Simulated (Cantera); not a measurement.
# Hydrocarbon pyrolysis for carbon deposition

A perfectly stirred reactor is fed with C2H6 : N2 = 1 : 4.5 (molar parts), at 26000 Pa; it is held at 1550 K, and followed from long to short residence time.

Computed with Cantera and GRI-Mech 3.0 (53 species, 325 reactions). GRI-Mech 3.0 stops at C3 and has no aromatics, soot or wall deposition, so with more carbon than oxygen in the feed, carbon stays in small species such as C2H2 where larger ones or solid carbon would form.

```
τ (s)      x C2H6    x H2       x H    x CH2   x CH4
-------  --------  ------  --------  -------  ------
0.38     0.000203   0.222   7.04e-5  5.89e-8  0.0347
0.14     0.000448   0.214   8.93e-5  1.12e-7  0.0393
0.051     0.00101   0.204  0.000111  2.11e-7  0.0449
0.019     0.00227   0.191  0.000134  3.88e-7  0.0511
0.0069    0.00533   0.171  0.000156  7.13e-7  0.0568
0.0025     0.0128   0.144  0.000172  1.29e-6  0.0590
0.00093    0.0300   0.113  0.000174  2.18e-6  0.0531
0.00034    0.0654  0.0767  0.000159  3.25e-6  0.0367
```
x: mole fraction; the columns are a selection and need not sum to one.
